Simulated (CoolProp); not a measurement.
Vapour pressure (bar) of R22: the reference equation beside estimates from Tc = 369.3 K, pc = 49.90 bar, ω = 0.221. Clausius-Clapeyron is anchored at 211.2 K with a constant enthalpy of vaporisation of 21.31 kJ/mol.

Computed with CoolProp (reference Helmholtz-energy equation of state, Kamei 1995).

```csv
T (K),reference,Lee-Kesler,Clausius-Clapeyron,van der Waals,Redlich-Kwong,Soave-Redlich-Kwong,Peng-Robinson
211.2,0.3350,0.3261,0.3350,3.268,___,0.3300,0.3408
228.9,0.8600,0.8478,0.8564,5.217,1.426,0.8517,0.8644
246.7,1.899,1.891,1.921,7.846,2.903,1.892,1.896
264.5,3.720,3.726,3.865,11.23,5.279,3.725,3.704
282.2,6.617,6.642,7.099,___,___,6.655,6.586
300,10.97,11.01,12.17,___,13.67,11.08,10.94
317.7,17.11,17.13,19.59,26.55,20.13,17.32,17.11
335.5,25.53,25.53,30.05,33.60,___,___,25.61
353.3,36.75,36.75,44.16,41.70,38.76,___,36.90
```

Complete the blanks.


- 211.2, Redlich-Kwong: 0.6062
- 282.2, van der Waals: 15.42
- 282.2, Redlich-Kwong: 8.776
- 300, van der Waals: 20.53
- 335.5, Redlich-Kwong: 28.44
- 335.5, Soave-Redlich-Kwong: 25.87
- 353.3, Soave-Redlich-Kwong: 37.12

Absolute difference from the reference over all 9 rows, mean and median: Lee-Kesler 0.6 and 0.4 %, Clausius-Clapeyron 8.5 and 7.3 %, van der Waals 246.4 and 133.0 %, Redlich-Kwong 37.0 and 32.6 %, Soave-Redlich-Kwong 0.9 and 1.0 %, Peng-Robinson 0.5 and 0.4 %.
